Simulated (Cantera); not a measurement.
Input (Python, Cantera) and output of one run.

```python
import numpy as np
import cantera as ct

gas_names = """
    C CH CH2 CH3 CH2OH CH3O CH4 CH3OH CN CO CO2 COOH C2 C2H CHCO,ketyl C2H2,acetylene C2H2,vinylidene
    CH2CO,ketene C2H3,vinyl CH3CN CH3CO,acetyl C2H4 C2H4O,ethylen CH3CHO,ethanal CH3COOH (HCOOH)2 C2H5
    C2H6 CH3OCH3 C2H5OH CCN CNC C2N2 C2O C3 C3H3,propargyl C3H4,allene C3H4,propyne C3H4,cyclo-
    C3H5,allyl C3H6,propylene C3H6,cyclo- C3H6O C3H7,n-propyl C3H7,i-propyl C3H8 C3H8O,1propanol
    C3H8O,2propanol C3O2 C4 C4H2 C4H4,1,3-cyclo- C4H6,butadiene C4H6,2-butyne C4H6,cyclo- C4H8,1-butene
    C4H8,cis2-buten C4H8,tr2-butene C4H8,isobutene C4H8,cyclo- (CH3COOH)2 C4H9,n-butyl C4H9,i-butyl
    C4H9,s-butyl C4H9,t-butyl C4H10,isobutane C4H10,n-butane C4N2 C5 C5H6,1,3cyclo- C5H8,cyclo-
    C5H10,1-pentene C5H10,cyclo- C5H11,pentyl C5H11,t-pentyl C5H12,n-pentane C5H12,i-pentane
    CH3C(CH3)2CH3 C6H2 C6H5,phenyl C6H5O,phenoxy C6H6 C6H5OH,phenol C6H10,cyclo- C6H12,1-hexene
    C6H12,cyclo- C6H13,n-hexyl C7H7,benzyl C7H8 C7H8O,cresol C7H14,1-heptene C7H15,n-heptyl
    C7H16,n-heptane C8H8,styrene C8H10,ethylbenz C8H16,1-octene C8H17,n-octyl C8H18,isooctane
    C8H18,n-octane C9H19,n-nonyl C10H8,naphthale C10H21,n-decyl C12H9,o-bipheny C12H10,bipheny H HCN HCO
    HCCN HNC HNCO HNO HNO2 HNO3 HO2 H2 HCHO,formaldehy HCOOH H2O H2O2 N NCO NH NH2 NH3 NH2OH NO NO2 NO3
    N2 N2H2 N2H4 N2O O OH O2 O3
""".split()
cond_names = """
    C(gr) C6H6(L) C7H8(L) C8H18(L),n-octa H2O(s) H2O(L)
""".split()


def load(file, names, dense=False):
    # The tables refer to 1 bar. Condensed volumes are neglected.
    table = {s.name: s for s in ct.Species.list_from_file(file)}
    out = []
    for n in names:
        d = dict(table[n].input_data)
        d["thermo"] = dict(d["thermo"], **{"reference-pressure": 1e5})
        if dense:
            d["equation-of-state"] = {"model": "constant-volume", "density": "1e6 g/cm^3"}
        out.append(ct.Species.from_dict(d))
    return out


gas = ct.Solution(thermo="ideal-gas", species=load("nasa_gas.yaml", gas_names))
cond = {s.name: ct.Solution(thermo="fixed-stoichiometry", species=[s], name=s.name)
        for s in load("nasa_condensed.yaml", cond_names, dense=True)}
atoms = {
    'acetone': {'C': 3, 'H': 6, 'O': 1},
    'NH3': {'N': 1, 'H': 3},
    'H2': {'H': 2},
}
top_T = {'C(gr)': 4500}  # K; cautious upper limits of use, not melting points


def equilibrate(T, P, feed):
    n = {}
    for name, mol in feed.items():
        for a, k in atoms[name].items():
            n[a] = n.get(a, 0.0) + k * mol
    gas.TPX = T, P, n
    mass = sum(n.values()) * gas.mean_molecular_weight
    gas.equilibrate("TP")
    valid = [c for c in cond.values() if c.min_temp <= T <= top_T.get(c.name, c.max_temp)]
    mix = ct.Mixture([(gas, mass / gas.mean_molecular_weight)] + [(c, 0.0) for c in valid])
    mix.T, mix.P = T, P
    mix.equilibrate("TP", solver="vcs", rtol=1e-11, max_steps=5000)
    return mix


results = []
T = 1175  # K
P = 10000  # Pa
for m in [1.6, 2.1, 2.8, 3.8, 5, 6.7, 9, 12, 16, 21, 29, 38]:
    feed = {'acetone': 1, 'NH3': 0.47, 'H2': m}  # mol
    mix = equilibrate(T, P, feed)
    results.append((T, P, feed, dict(zip(mix.species_names, mix.species_moles))))

top = {s: max(r[3][s] / sum(r[3][g] for g in gas_names) for r in results) for s in gas_names}
cols = sorted((s for s in top if top[s] > 1e-06), key=lambda s: -top[s])[:6]
seen = [c for c in cond_names if any(r[3].get(c, 0) > 1e-12 for r in results)]
print("log10 of partial pressures in bar; condensed amounts in mol")
print(f"{'n(H2)':>10s}" + "".join(f"{s[:9]:>10s}" for s in cols + seen))
for T, P, feed, n in results:
    ng = sum(n[g] for g in gas_names)
    print(f"{feed['H2']:10.4g}" + "".join(f"{np.log10(max(n[s] / ng * P / 1e5, 1e-99)):10.3f}" for s in cols)
          + "".join(f"{n.get(c, 0):10.4g}" for c in seen))
```

It prints:

```
log10 of partial pressures in bar; condensed amounts in mol
     n(H2)        H2        CO        N2       CH4       H2O       CO2     C(gr)
       1.6    -1.092    -1.816    -2.444    -3.901    -4.368    -5.200     1.995
       2.1    -1.085    -1.848    -2.476    -3.887    -4.393    -5.264     1.994
       2.8    -1.076    -1.890    -2.517    -3.870    -4.426    -5.346     1.993
       3.8    -1.067    -1.942    -2.570    -3.852    -4.469    -5.452     1.991
         5    -1.058    -1.998    -2.626    -3.835    -4.517    -5.564     1.989
       6.7    -1.050    -2.067    -2.694    -3.817    -4.576    -5.701     1.986
         9    -1.041    -2.145    -2.773    -3.800    -4.646    -5.857     1.981
        12    -1.034    -2.230    -2.857    -3.785    -4.723    -6.027     1.976
        16    -1.027    -2.322    -2.949    -3.772    -4.809    -6.211     1.968
        21    -1.022    -2.415    -3.042    -3.762    -4.897    -6.397     1.958
        29    -1.017    -2.531    -3.159    -3.752    -5.008    -6.630     1.943
        38    -1.014    -2.634    -3.261    -3.745    -5.107    -6.834     1.926
```

Cantera equilibrium calculation (NASA polynomials, part measured and part estimated; ideal gas, pure solids and liquids). The feed counts by its element totals alone.
